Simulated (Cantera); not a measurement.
What does this Cantera script print?

```python
import numpy as np
import cantera as ct

gas = ct.Solution("gri30.yaml")


def delay(T, t_max=10):
    gas.TPX = T, 42000, {'CH4': 1, 'CO': 0.45, 'O2': 2.62, 'N2': 15.7}
    reactor = ct.IdealGasReactor(gas, clone=False)
    net = ct.ReactorNet([reactor])
    net.rtol, net.atol = 1e-8, 1e-16
    while net.time < t_max:
        t_old, T_old = net.time, reactor.T
        net.step()
        if reactor.T > T + 400:  # ignition: a rise of 400 K
            return t_old + (T + 400 - T_old) / (reactor.T - T_old) * (net.time - t_old)
    return np.nan


taus = []
for T in [1023, 1073, 1123, 1173, 1223, 1273, 1323, 1373, 1423, 1473]:
    taus.append(delay(T))
    print(f"T0 = {T:6g} K   tau = {taus[-1]:.4e} s")
```

Output:

```
T0 =   1023 K   tau = 3.0946e+00 s
T0 =   1073 K   tau = 1.1987e+00 s
T0 =   1123 K   tau = 4.9114e-01 s
T0 =   1173 K   tau = 2.1190e-01 s
T0 =   1223 K   tau = 9.5938e-02 s
T0 =   1273 K   tau = 4.5512e-02 s
T0 =   1323 K   tau = 2.2646e-02 s
T0 =   1373 K   tau = 1.1857e-02 s
T0 =   1423 K   tau = 6.5552e-03 s
T0 =   1473 K   tau = 3.8312e-03 s
```

Model: GRI-Mech 3.0 (53 species, 325 reactions), integrated in Cantera.
